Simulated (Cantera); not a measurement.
A perfectly stirred reactor is fed with 8.27 % H2, 15.6 % O2, 74.9 % N2, 1.25 % H2O, at 0.520 bar; it is held at 1050 K, and followed from long to short residence time.

Detailed kinetics in Cantera: GRI-Mech 3.0 (53 species, 325 reactions). The temperature is held fixed by assumption; the heat of reaction is taken as removed at once.

One state of this run: x H2 = 0.00164; x O2 = 0.120; x H2O2 = 3.58e-6; x O = 5.03e-5; x NO = 1.58e-8; x OH = 6.23e-5; x N2O = 1.75e-7. x: mole fraction; the columns are a selection and need not sum to one.

### Question
Which value of τ (s) does it belong to?
A. 0.0094
B. 0.33
C. 0.015
D. 0.086

### Answer
D, 0.086
